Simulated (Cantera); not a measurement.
Charge: 1 mol toluene, 0.12 mol NH3, 0.82 mol H2, held at 475 °C and 13.3 mbar.

Equilibrium computed with Cantera from the NASA thermochemical tables; the gas is ideal and each condensed phase is pure. Candidate condensed phases: C, C6H6, C7H8, C8H18; 92 gas species. Kinetics and transport are ignored.

Base state: H2 0.948, CH4 0.0396, N2 0.0123 (mole fractions); condensed: C(graphite).

Question: What changes in the equilibrium state with this change: 0.12 mol O2 added?

Answer: 
```csv
species,before,after
H2,0.948,0.907
CH4,0.0396,0.0362
H2O,0,0.0226
CO,0,0.0195
N2,0.0123,0.0120
CO2,0,0.00301
"C(graphite), mol",6.81,6.71
```
Further candidate phases: H2O.
